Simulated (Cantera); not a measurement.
A Cantera script and what it prints.

```python
import numpy as np
import cantera as ct

gas_names = """
    NO2 NO N2O
""".split()
cond_names = """
    V(cr) V(L) V2O3(s) V2O3(L) VN(s) V2O5(s) V2O5(L) V2O4(I) V2O4(II) V2O4(L)
""".split()


def load(file, names, dense=False):
    # The tables refer to 1 bar. Condensed volumes are neglected.
    table = {s.name: s for s in ct.Species.list_from_file(file)}
    out = []
    for n in names:
        d = dict(table[n].input_data)
        d["thermo"] = dict(d["thermo"], **{"reference-pressure": 1e5})
        if dense:
            d["equation-of-state"] = {"model": "constant-volume", "density": "1e6 g/cm^3"}
        out.append(ct.Species.from_dict(d))
    return out


species = {s.name: s for s in load("nasa_gas.yaml", gas_names) + load("nasa_condensed.yaml", cond_names)}
# Each term lists the table entries of one substance; the one whose range holds T is used.
reactions = {
    '2 V + 3 NO2(g) = 3 NO(g) + V2O3':
        [(-2, ['V(cr)', 'V(L)']), (-3, ['NO2']), (3, ['NO']), (1, ['V2O3(s)', 'V2O3(L)'])],
    'VN + NO(g) = V + N2O(g)':
        [(-1, ['VN(s)']), (-1, ['NO']), (1, ['V(cr)', 'V(L)']), (1, ['N2O'])],
    'N2O(g) + 3 V2O5 = 3 V2O4 + 2 NO2(g)':
        [(-1, ['N2O']), (-3, ['V2O5(s)', 'V2O5(L)']), (3, ['V2O4(I)', 'V2O4(II)', 'V2O4(L)']), (2, ['NO2'])],
}


def pick(names, T):
    return next(species[n] for n in names if species[n].thermo.min_temp <= T <= species[n].thermo.max_temp)


results = []
for label, terms in reactions.items():
    print(label)
    print("     T/K   dH/kJ  dS/(J/K)   dG/kJ   log10 K")
    for T in [1300, 1400, 1500, 1600, 1700, 1800, 1900, 2000, 2100]:
        used = [(nu, pick(names, T)) for nu, names in terms]
        dH = sum(nu * s.thermo.h(T) for nu, s in used) / 1e6
        dS = sum(nu * s.thermo.s(T) for nu, s in used) / 1e3
        dG = dH - T * dS / 1e3
        logK = -dG * 1e6 / (ct.gas_constant * T * np.log(10))
        results.append((label, T, dH, dS, dG, logK, [s.name for _, s in used]))
        print(f"{T:8g} {dH:8.1f} {dS:8.1f} {dG:8.1f} {logK:8.2f}")
```

Output:

```
2 V + 3 NO2(g) = 3 NO(g) + V2O3
     T/K   dH/kJ  dS/(J/K)   dG/kJ   log10 K
    1300  -1022.6     -8.3  -1011.7    40.65
    1400  -1020.4     -6.7  -1011.0    37.72
    1500  -1018.2     -5.2  -1010.4    35.18
    1600  -1016.0     -3.8  -1009.9    32.97
    1700  -1013.8     -2.4  -1009.6    31.02
    1800  -1011.5     -1.1  -1009.4    29.29
    1900  -1009.2      0.1  -1009.4    27.75
    2000  -1006.9      1.3  -1009.5    26.36
    2100  -1004.6      2.4  -1009.6    25.11
VN + NO(g) = V + N2O(g)
     T/K   dH/kJ  dS/(J/K)   dG/kJ   log10 K
    1300    204.5     -3.9    209.6    -8.42
    1400    204.4     -4.1    210.0    -7.84
    1500    204.2     -4.1    210.4    -7.33
    1600    204.2     -4.2    210.9    -6.88
    1700    204.1     -4.2    211.3    -6.49
    1800    204.1     -4.2    211.7    -6.14
    1900    204.2     -4.2    212.1    -5.83
    2000    204.3     -4.1    212.5    -5.55
    2100    204.5     -4.0    212.9    -5.30
N2O(g) + 3 V2O5 = 3 V2O4 + 2 NO2(g)
     T/K   dH/kJ  dS/(J/K)   dG/kJ   log10 K
    1300    170.3     27.9    134.0    -5.38
    1400    168.8     26.8    131.3    -4.90
    1500    168.0     26.3    128.6    -4.48
    1600    167.9     26.2    126.0    -4.11
    1700    168.4     26.5    123.4    -3.79
    1800    169.5     27.1    120.7    -3.50
    1900    516.0    217.7    102.4    -2.81
    2000    528.2    224.0     80.3    -2.10
    2100    540.6    230.0     57.6    -1.43
```

Standard-state values (1 bar) from the NASA 1993 polynomials, evaluated with Cantera. VN: taken at fixed stoichiometry. Condensed species are held in their standard states even where they would react or evaporate.
